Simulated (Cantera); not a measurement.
A perfectly stirred reactor is fed with 0.451 % CH3OH, 1.47 % O2, 98.1 % N2, equivalence ratio 0.46, at 1.01 bar; it is held at 1600 K, and followed from long to short residence time.

Detailed kinetics in Cantera: GRI-Mech 3.0 (53 species, 325 reactions). GRI-Mech 3.0 was tuned for natural gas; its chemistry of methanol as a main component is partial and can be far from experiment.

Problem. Predict: x(CH3OH) at τ = 0.400 s; x(O2) at τ = 0.400 s; x(N2O) at τ = 0.400 s; x(O) at τ = 0.400 s; x(CH3OH) at τ = 14.0 ms; x(O2) at τ = 14.0 ms; x(N2O) at τ = 14.0 ms; x(O) at τ = 14.0 ms.

Solution. 
```
Item                       Result
-----------------------  --------
x(CH3OH) at τ = 0.400 s   4.88e-7
x(O2) at τ = 0.400 s      0.00791
x(N2O) at τ = 0.400 s     4.45e-7
x(O) at τ = 0.400 s       4.42e-5
x(CH3OH) at τ = 14.0 ms   2.82e-6
x(O2) at τ = 14.0 ms      0.00805
x(N2O) at τ = 14.0 ms     3.47e-7
x(O) at τ = 14.0 ms      0.000312
```
